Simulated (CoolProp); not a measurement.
Computed with CoolProp (reference Helmholtz-energy equation of state, Lemmon 2006). It is a short technical equation, of lower accuracy than the large ones.

Q: For CH3F (R41), give the phase and the cp (kJ/(kg K)), speed of sound (m/s), Joule-Thomson coefficient (K/MPa) at -10.85 °C and 28 kPa.

A: 
- -10.85 °C and 28 kPa: gas; cp 1.06, speed of sound 288, Joule-Thomson coefficient 26.9
